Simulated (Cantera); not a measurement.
# Catalytic stagnation flow on Pt

A jet of 2.07 % CH4, 12.0 % O2, 86.0 % N2, equivalence ratio 0.35 at 300 K and 33000 Pa hits a platinum plate 4.2 cm away at a mass flux of 0.11 kg/m²/s; the plate temperature is set and raised in steps from an oxygen-covered start.

Cantera simulation using Deutschmann's 1995 Pt surface mechanism with GRI-Mech 3.0 gas chemistry; the numbers are that mechanism's predictions, not measurements. Catalytic surfaces can have several steady states; this one follows from the mechanism file's or the stated starting coverage.

```json
[
 {"plate T (K)": "950", "wall x CH4": "0.00912", "wall x O2": "0.0951", "wall x H2O": "0.0215", "wall x OH": "5.11e-8", "wall x CO": "4.05e-6", "wall x CO2": "0.0142", "θ free Pt": "0.202", "θ O*": "0.796", "θ OH*": "0.00183"},
 {"plate T (K)": "1000", "wall x CH4": "0.00629", "wall x O2": "0.0891", "wall x H2O": "0.0267", "wall x OH": "1.39e-7", "wall x CO": "3.75e-6", "wall x CO2": "0.0176", "θ free Pt": "0.265", "θ O*": "0.734", "θ OH*": "0.00186"},
 {"plate T (K)": "1050", "wall x CH4": "0.00444", "wall x O2": "0.0852", "wall x H2O": "0.0300", "wall x OH": "3.33e-7", "wall x CO": "3.48e-6", "wall x CO2": "0.0198", "θ free Pt": "0.329", "θ O*": "0.670", "θ OH*": "0.00178"},
 {"plate T (K)": "1100", "wall x CH4": "0.00325", "wall x O2": "0.0828", "wall x H2O": "0.0321", "wall x OH": "7.27e-7", "wall x CO": "3.31e-6", "wall x CO2": "0.0212", "θ free Pt": "0.392", "θ O*": "0.606", "θ OH*": "0.00164"},
 {"plate T (K)": "1150", "wall x CH4": "0.00247", "wall x O2": "0.0813", "wall x H2O": "0.0334", "wall x OH": "1.46e-6", "wall x CO": "3.26e-6", "wall x CO2": "0.0220", "θ free Pt": "0.454", "θ O*": "0.544", "θ OH*": "0.00149"},
 {"plate T (K)": "1200", "wall x CH4": "0.00173", "wall x O2": "0.0802", "wall x H2O": "0.0344", "wall x OH": "2.81e-6", "wall x CO": "4.61e-6", "wall x CO2": "0.0225", "θ free Pt": "0.514", "θ O*": "0.485", "θ OH*": "0.00133"}
]
```
x: mole fraction at the wall; θ: surface coverage.
